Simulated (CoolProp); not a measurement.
Tetrahydrofuran at 351.53 K and 1.2 MPa is throttled through a valve to 0.278 MPa with no heat exchange. Each further row changes one setting.

Values from CoolProp's reference Helmholtz-energy equation of state, Fiedler 2023.

```csv
case,temperature change (K),final phase,final density (kg/m³)
as stated,+0.3,liquid,821
outlet pressure 0.0834 MPa,-18.3,"two-phase, vapour fraction 0.084",25.6
outlet pressure 0.361 MPa,+0.3,liquid,821
```
